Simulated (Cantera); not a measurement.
## Hydrocarbon pyrolysis for carbon deposition

An isothermal, constant-pressure homogeneous reactor starts with 1.05 % C₂H₆, 98.9 % N₂, at 1875 K and 1.00 atm.

Model: GRI-Mech 3.0 (53 species, 325 reactions), integrated in Cantera. GRI-Mech 3.0 stops at C3 and has no aromatics, soot or wall deposition, so with more carbon than oxygen in the feed, carbon stays in small species such as C2H2 where larger ones or solid carbon would form.

```csv
t (s),x C₂H₆,x C₂H₂,x C₂H,x HCN,x C₂H₄,x CH₂,x H₂
2.00e-5,0.00107,0.00204,2.08e-6,1.69e-5,0.00440,4.40e-5,0.00759
4.33e-5,0.000113,0.00547,2.53e-6,3.12e-5,0.00291,2.22e-5,0.0127
9.38e-5,1.80e-5,0.00772,1.57e-6,3.79e-5,0.00121,7.52e-6,0.0156
0.000203,5.44e-6,0.00875,9.42e-7,4.04e-5,0.000400,2.68e-6,0.0169
0.000440,2.17e-6,0.00917,6.28e-7,4.16e-5,0.000105,1.17e-6,0.0175
0.000953,1.19e-6,0.00935,5.13e-7,4.25e-5,3.46e-5,7.20e-7,0.0179
0.00206,7.91e-7,0.00951,5.01e-7,4.38e-5,2.14e-5,5.77e-7,0.0183
0.00447,4.39e-7,0.00971,5.13e-7,4.60e-5,1.29e-5,4.45e-7,0.0189
0.00969,1.78e-7,0.00992,5.28e-7,4.93e-5,6.84e-6,2.95e-7,0.0195
0.0210,5.40e-8,0.0101,5.41e-7,5.37e-5,4.10e-6,1.68e-7,0.0200
0.0454,1.33e-8,0.0102,5.49e-7,5.88e-5,3.25e-6,8.52e-8,0.0203
0.0984,2.92e-9,0.0102,5.53e-7,6.44e-5,3.05e-6,4.03e-8,0.0204
0.213,6.02e-10,0.0103,5.55e-7,7.02e-5,3.02e-6,1.83e-8,0.0205
0.462,1.31e-10,0.0103,5.56e-7,7.61e-5,3.01e-6,8.28e-9,0.0205
1.00,4.49e-11,0.0103,5.56e-7,8.21e-5,3.01e-6,4.44e-9,0.0205
```
x: mole fraction; the columns are a selection and need not sum to one.

Equilibrium at this temperature and pressure: C₂H₆ 4.86e-12, C₂H₂ 0.000893, C₂H 4.84e-8, HCN 0.0188, C₂H₄ 2.63e-7, CH₂ 1.51e-9, H₂ 0.0206 (gas phase only).
